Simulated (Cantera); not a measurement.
A closed system holds: 1 mol SiCl₄, 0.0038 mol Cl₂, 30 mol H₂, held at 1248.15 K and 2.55 Torr.

These are equilibrium values from Cantera (NASA tables, ideal gas, pure condensed phases), not measurements of a reactor. Candidate condensed phases: Si; 19 gas species. The tables' values for SiCl₃ are old estimates; treat these amounts as uncertain. Rates play no part.

Base state: H₂ 0.899, HCl 0.0800, SiCl₂ 0.0179, SiCl₃ 0.00156, SiCl₄ 0.000979, SiHCl₃ 0.000388, SiH₂Cl₂ 2.09e-5 (mole fractions); condensed: Si(s).

Task: What changes in the equilibrium state with this change: SiCl₄ replaced by SiHCl₃?

Result: 
```
species       before     after
----------  --------  --------
H₂             0.899     0.921
HCl           0.0800    0.0657
SiCl₂         0.0179    0.0118
SiCl₄       0.000979  0.000425
SiCl₃        0.00156  0.000832
SiHCl₃      0.000388  0.000210
SiH₂Cl₂      2.09e-5   1.41e-5
Si(s), mol     0.336     0.577
```
